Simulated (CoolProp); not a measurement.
Vapour-liquid equilibrium of CH2F2 (R32) (1) + R134a (2) at -15.65 °C; x and y are mole fractions of (1).

Values from CoolProp's multi-fluid Helmholtz-energy mixture model, Tillner-Roth 1997 and Tillner-Roth 1994; pair parameters Lemmon 2004.

```tsv
x	bubble pressure (MPa)	y at the bubble point	dew pressure at overall composition x (MPa)	liquid density (mol/L)
0.05	0.1759	0.132	0.1654	13.43
0.2	0.2238	[?]	0.1855	14.25
0.35	0.2707	0.596	0.2110	15.18
0.5	[?]	0.728	0.2440	16.25
0.65	0.3640	[?]	[?]	17.48
0.8	0.4116	0.912	0.3492	18.92
0.95	0.4602	0.980	[?]	20.63
```

### Question
What belongs in the gaps?

### Answer

- 0.2, y at the bubble point: 0.413
- 0.5, bubble pressure (MPa): 0.3172
- 0.65, y at the bubble point: 0.830
- 0.65, dew pressure at overall composition x (MPa): 0.2881
- 0.95, dew pressure at overall composition x (MPa): 0.4378

No azeotrope shows between x = 0.05 and 0.95.

Pair parameters are fitted to limited data, so mixtures are less certain than the pure fluids.
